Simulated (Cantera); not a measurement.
## Carbothermic reduction: Fe3O4 + C + H2 + CO

A closed system holds: 1 mol Fe3O4, 1.3 mol C, 4.1 mol H2, 1.9 mol CO, at 0.100 bar.

Equilibrium computed with Cantera from the NASA thermochemical tables; the gas is ideal and each condensed phase is pure. Candidate condensed phases: C, C6H6, C7H8, C8H18, Fe, Fe(CO)5, FeO, Fe(OH)2, Fe(OH)3, Fe2O3, Fe3O4, H2O; 114 gas species. Each liquid is taken as pure. Mutual solubility and eutectic melting of coexisting phases are not modelled. The tables' stoichiometric FeO is somewhat more stable than real wüstite, so its field is too wide. FeO: taken at fixed stoichiometry. Kinetics and transport are ignored.

From 925 °C to 1375 °C the condensed part is Fe(γ) + FeO(s). From 1450 °C to 1525 °C the condensed part is Fe(δ) + FeO(l). From 1600 °C to 1750 °C the condensed part is Fe(l) + FeO(l). The main Fe-bearing gas is Fe(OH)2 at 925 °C and Fe at 1750 °C.

```tsv
T (°C)	log p H2	log p CO	log p H2O	log p CO2	n Fe(γ)	n FeO(s)	n Fe(δ)	n FeO(l)	n Fe(l)
925	-1.36	-1.44	-1.92	-2.13	1.73	1.27	0	0	0
1000	-1.37	-1.43	-1.87	-2.16	1.79	1.21	0	0	0
1075	-1.38	-1.43	-1.84	-2.18	1.85	1.15	0	0	0
1150	-1.39	-1.43	-1.81	-2.20	1.91	1.09	0	0	0
1225	-1.40	-1.42	-1.78	-2.21	1.95	1.05	0	0	0
1300	-1.41	-1.42	-1.76	-2.23	2.00	1.00	0	0	0
1375	-1.42	-1.42	-1.74	-2.25	2.03	0.966	0	0	0
1450	-1.42	-1.41	-1.75	-2.29	0	0	1.98	1.02	0
1525	-1.41	-1.41	-1.76	-2.33	0	0	1.92	1.08	0
1600	-1.42	-1.40	-1.75	-2.36	0	0	0	1.09	1.91
1675	-1.42	-1.40	-1.75	-2.38	0	0	0	1.09	1.89
1750	-1.42	-1.40	-1.75	-2.40	0	0	0	1.10	1.87
```
log p: log10 of the partial pressure in bar; n: condensed amount in mol.
